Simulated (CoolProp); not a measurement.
Vapour-liquid equilibrium of cyclohexane (1) + toluene (2) at 8.18 kPa; x and y are mole fractions of (1).

The numbers come from the multi-fluid Helmholtz-energy mixture model, Zhou 2014 and Lemmon 2006; pair parameters Bell 2016 in CoolProp.

```csv
x,"bubble temperature, mixture model (K)","bubble temperature, Raoult's law (K)","y, mixture model","y, Raoult's law"
0.05,310.6,311.7,0.185,0.142
0.125,306.5,308.7,0.378,0.314
0.2,303.3,306.0,0.509,0.449
0.275,300.8,303.6,0.604,0.557
0.35,298.6,301.4,0.676,0.644
0.425,296.9,299.4,0.732,0.715
0.5,295.3,297.6,0.779,0.775
0.575,294.0,295.9,0.819,0.825
0.65,292.8,294.3,0.854,0.867
0.725,291.7,292.8,0.887,0.903
0.8,290.7,291.5,0.918,0.935
0.875,289.8,290.2,0.948,0.962
0.95,288.8,289.0,0.979,0.986
```

The largest gap from Raoult's law is -2.8 K in bubble temperature, at x = 0.275. No azeotrope shows between x = 0.05 and 0.95.

Pair parameters are fitted to limited data, so mixtures are less certain than the pure fluids.
